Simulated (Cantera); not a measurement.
Charge: 1 mol SiCl4, 0.29 mol N2, 4.9 mol NH3, equilibrated at 1898.15 K and 3.40 mbar.

Method: chemical equilibrium by Gibbs-energy minimisation in Cantera with the NASA 1993 tables (ideal gas, pure condensed phases). Candidate condensed phases: NH4Cl, Si, Si3N4; 28 gas species. The tables' values for SiCl, SiCl3, SiN are old estimates; treat these amounts as uncertain. Gases not in the tables: Si2H6 and higher silanes. Rates play no part.

Base state: H2 0.515, N2 0.225, HCl 0.167, SiCl2 0.0783, H 0.00963, Cl 0.00236, Si 0.00193, SiCl 0.00131 (mole fractions); condensed: gas only.

Q: What changes in the equilibrium state with this change: pressure from 3.40 mbar to 80.0 mbar?

A: 
| species | before | after |
|---|---|---|
| H2 | 0.515 | 0.525 |
| N2 | 0.225 | 0.227 |
| HCl | 0.167 | 0.164 |
| H | 0.00963 | 0.00200 |
| SiCl2 | 0.0783 | 0.0804 |
| SiHCl3 | 2.13e-6 | 5.06e-5 |
| SiCl4 | 2.19e-6 | 5.00e-5 |
| Si | 0.00193 | 8.95e-5 |
| Cl | 0.00236 | 0.000471 |
The tables' values for SiCl3, SiCl are old estimates; treat these amounts as uncertain.
